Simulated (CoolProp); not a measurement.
Vapour-liquid equilibrium of R134a (1) + R236FA (2) at 0.307 MPa; x and y are mole fractions of (1).

Computed with CoolProp (multi-fluid Helmholtz-energy mixture model, Tillner-Roth 1994 and Pan 2012; pair parameters Bell 2016).

```
x     bubble temperature (°C)  y at the bubble point  dew temperature at overall composition x (°C)  liquid density (mol/L)
----  -----------------------  ---------------------  ---------------------------------------------  ----------------------
0.05                     26.7                  0.102                                           27.7                   9.018
0.15                     23.1                  0.279                                           25.8                   9.341
0.25                     19.8                  0.426                                           23.7                       …
0.35                     16.7                  0.549                                           21.5                   10.02
0.45                        …                  0.653                                              …                   10.38
0.55                     11.2                  0.741                                           16.7                       …
0.65                      8.7                      …                                           13.9                       …
0.75                      6.4                  0.879                                           10.9                       …
0.85                      4.3                  0.933                                            7.5                   11.97
0.95                      2.3                  0.979                                            3.6                   12.42
```

What belongs in the gaps?


- 0.25, liquid density (mol/L): 9.674
- 0.45, bubble temperature (°C): 13.8
- 0.45, dew temperature at overall composition x (°C): 19.2
- 0.55, liquid density (mol/L): 10.75
- 0.65, y at the bubble point: 0.815
- 0.65, liquid density (mol/L): 11.14
- 0.75, liquid density (mol/L): 11.54

No azeotrope shows between x = 0.05 and 0.95.

The pair parameters rest on a limited set of measurements; away from them the model extrapolates.
